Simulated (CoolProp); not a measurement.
A simple Rankine cycle with R227EA: condensing at 321.15 K, boiler at 2.31 MPa, turbine inlet 474 K, turbine efficiency 0.8, pump efficiency 0.8, no recuperator. Each further row changes one setting.

Computed with CoolProp (reference Helmholtz-energy equation of state, Lemmon 2016).

```
case                             thermal efficiency (%)  net work (kJ/kg)  heat in (kJ/kg)  turbine exit temperature (K)  volume ratio over the turbine
-------------------------------  ----------------------  ----------------  ---------------  ----------------------------  -----------------------------
as stated                                           6.1                 …              241                             …                           2.71
condensing temperature 313.15 K                     7.2                 …                …                         447.3                              …
boiler pressure 1.62 MPa                            4.0              9.87              245                         460.4                           1.87
turbine efficiency 0.7                              5.3              12.7              241                             …                           2.72
```

Question: What belongs in the gaps?

Answer: 
- as stated, net work (kJ/kg): 14.8
- as stated, turbine exit temperature (K): 451.6
- condensing temperature 313.15 K, net work (kJ/kg): 18.2
- condensing temperature 313.15 K, heat in (kJ/kg): 251
- condensing temperature 313.15 K, volume ratio over the turbine: 3.35
- turbine efficiency 0.7, turbine exit temperature (K): 453.6
